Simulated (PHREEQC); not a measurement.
A made-up water analysis in mg/L, 23 °C, pH 8.37, pe 12.2:

```tsv
constituent	mg/L
Na	7.46
K	0.156
Ca	15.2
Mg	6.32
Cl	11.8
S(6) as SO4	23
Alkalinity as HCO3	45.2
O(0) (dissolved oxygen)	0.00597
```

Valence states are taken as typed.

Model: ion-association model, wateq4f.dat, run in PHREEQC.

No solid was allowed to form.

### Question
What charge-balance error does the model give?

### Answer
charge-balance error 1.8 %.

### Question
In which forms is Mg present?

### Answer
Mg+2 96 %, MgSO4 3.1 %, MgHCO3+ 0.6 %, MgCO3 0.5 % of the Mg.
